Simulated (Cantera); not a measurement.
Feed: 1 mol Si, 1.3 mol HF, 0.36 mol H2, 5.9 mol NF3, held at 1073 K and 10000 Pa.

Cantera equilibrium calculation (NASA polynomials, part measured and part estimated; ideal gas, pure solids and liquids). Equilibrium is a limit: real reactors are often held back by kinetics, nucleation or transport.

```
species    before    after
-------  --------  -------
F           0.320    0.568
N2          0.199    0.170
HF          0.136    0.116
F2          0.276   0.0890
SiF4       0.0675   0.0575
NF3      0.000920  2.68e-5
```
Gas species are given as mole fractions.

Task: Name the change that produced these shifts.
(A) temperature from 1073 K to 1650 K
(B) H2 from 0.36 to 31 mol
(C) temperature from 1073 K to 1223.15 K
(D) temperature from 1073 K to 825 K

Result: C, temperature from 1073 K to 1223.15 K
